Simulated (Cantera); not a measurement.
Mixture: CH₄ : CO : O₂ : N₂ = 1 : 0.29 : 1.26 : 4.74 (molar parts), at 255 Torr, adiabatic and at constant pressure. Ignition delay is the time to a rise of 400 K.

Cantera simulation using GRI-Mech 3.0 (53 species, 325 reactions); the numbers are that mechanism's predictions, not measurements.

Problem. Predict: delay at 1150 K; delay at 1225 K; delay at 1300 K; delay at 1375 K; delay at 1450 K; delay at 1525 K; delay at 1600 K; apparent activation energy between 1450 and 1600 K.

Solution. 
```
Property                                                 Value
--------------------------------------------------  ----------
delay at 1150 K                                        0.412 s
delay at 1225 K                                        0.122 s
delay at 1300 K                                        40.1 ms
delay at 1375 K                                        14.5 ms
delay at 1450 K                                        5.88 ms
delay at 1525 K                                        2.66 ms
delay at 1600 K                                        1.34 ms
apparent activation energy between 1450 and 1600 K  190 kJ/mol
```
